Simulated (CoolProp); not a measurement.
C2F6 (R116) along the isobar 51.8 bar: Z from the reference equation and from simpler models built on Tc = 293.0 K, pc = 30.48 bar, ω = 0.257; each cubic takes its own stable root.

Model: reference Helmholtz-energy equation of state, Lemmon 2006, in CoolProp. It is a short technical equation, of lower accuracy than the large ones.

| T (K) | phase | reference | Redlich-Kwong | Soave-Redlich-Kwong |
|---|---|---|---|---|
| 204.8 | liquid | 0.2646 | 0.2838 | 0.2750 |
| 211.5 | liquid | 0.2609 | 0.2805 | 0.2715 |
| 218.1 | liquid | 0.2579 | 0.2778 | 0.2687 |
| 224.8 | liquid | 0.2553 | 0.2758 | 0.2665 |
| 231.4 | liquid | 0.2533 | 0.2745 | 0.2651 |
| 238.1 | liquid | 0.2518 | 0.2739 | 0.2645 |
| 244.8 | liquid | 0.2510 | 0.2740 | 0.2647 |
| 251.4 | liquid | 0.2508 | 0.2750 | 0.2659 |
| 258.1 | liquid | 0.2514 | 0.2769 | 0.2681 |
| 264.8 | liquid | 0.2529 | 0.2799 | 0.2717 |
